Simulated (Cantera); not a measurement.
A closed system holds: 1 mol Si, 0.79 mol O2, 5.4 mol N2, held at 1498.15 K.

Cantera equilibrium calculation (NASA polynomials, part measured and part estimated; ideal gas, pure solids and liquids). Candidate condensed phases: Si, SiO2, Si2N2O, Si3N4; 16 gas species. N2 is the only nitrogen source here; it is nearly inert below about 1500 K, so the nitride shown seldom forms there in practice. Mutual solubility and eutectic melting of coexisting phases are not modelled. The tables hold silica as quartz up to 1696 K and as liquid above; real silica turns to tridymite and cristobalite and melts near 1996 K. Equilibrium is a limit: real reactors are often held back by kinetics, nucleation or transport.

### Question
Which condensed phases are stable at each of these points (P (Pa)): 0.100, 0.600, 3.60, 22, 130, 770, 4600, 28000, 170000, 1000000?

### Answer
| P (Pa) | condensed phases | Si condensed (%) |
|---|---|---|
| 0.100 | SiO2(β-quartz) | 58.0 |
| 0.600 | SiO2(β-quartz) | 58.0 |
| 3.60 | SiO2(β-quartz) | 58.0 |
| 22 | SiO2(β-quartz) | 58.0 |
| 130 | SiO2(β-quartz) + Si2N2O(s) | 92.0 |
| 770 | SiO2(β-quartz) + Si2N2O(s) | 99.3 |
| 4600 | SiO2(β-quartz) + Si2N2O(s) | 99.9 |
| 28000 | SiO2(β-quartz) + Si2N2O(s) | 100.0 |
| 170000 | SiO2(β-quartz) + Si2N2O(s) | 100.0 |
| 1000000 | SiO2(β-quartz) + Si2N2O(s) | 100.0 |

From 0.100 Pa to 22.0 Pa the condensed part is SiO2(β-quartz). From 1.30 mbar to 10.0 bar the condensed part is SiO2(β-quartz) + Si2N2O(s).
